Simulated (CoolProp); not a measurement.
The numbers come from the reference Helmholtz-energy equation of state, Span 2000 in CoolProp.

Question: Give the vapour pressure (MPa), enthalpy of vaporisation (kJ/kg), vapour Z, surface tension (mN/m) of saturated nitrogen at -188.55, -181.15 °C.

Answer: 
```csv
T (°C),p (MPa),enthalpy of vaporisation (kJ/kg),vapour Z,surface tension (mN/m)
-188.55,0.220,189,0.925,7.27
-181.15,0.426,177,0.882,5.69
```

Surface tension comes from a separate correlation (Mulero 2012).
